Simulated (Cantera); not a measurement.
Feed: 1 mol Si, 0.51 mol F₂, 4.5 mol N₂, 16 mol HCl, held at 1075 °C and 1.00 Torr.

Cantera equilibrium calculation (NASA polynomials, part measured and part estimated; ideal gas, pure solids and liquids). Candidate condensed phases: NH₄Cl, Si, Si₃N₄; 49 gas species. The tables' values for SiCl₃, SiF₃, SiF₂ are old estimates; treat these amounts as uncertain. Equilibrium is a limit: real reactors are often held back by kinetics, nucleation or transport.

Base state: HCl 0.663, N₂ 0.222, H₂ 0.0614, SiCl₄ 0.0226, SiF₄ 0.0111, SiCl₂ 0.00854, SiCl₃ 0.00620, HF 0.00342 (mole fractions); condensed: gas only.

Q: What changes in the equilibrium state with this change: temperature from 1075 °C to 525 °C?

A: 
```json
[
 {"species": "HCl", "before": "0.663", "after": "0.651"},
 {"species": "N₂", "before": "0.222", "after": "0.225"},
 {"species": "H₂", "before": "0.0614", "after": "0.0745"},
 {"species": "SiCl₄", "before": "0.0226", "after": "0.0372"},
 {"species": "SiF₄", "before": "0.0111", "after": "0.0127"},
 {"species": "SiCl₂", "before": "0.00854", "after": "<1e-9"},
 {"species": "Cl", "before": "0.000142", "after": "<1e-9"},
 {"species": "SiF₃", "before": "0.000746", "after": "6.79e-9"}
]
```
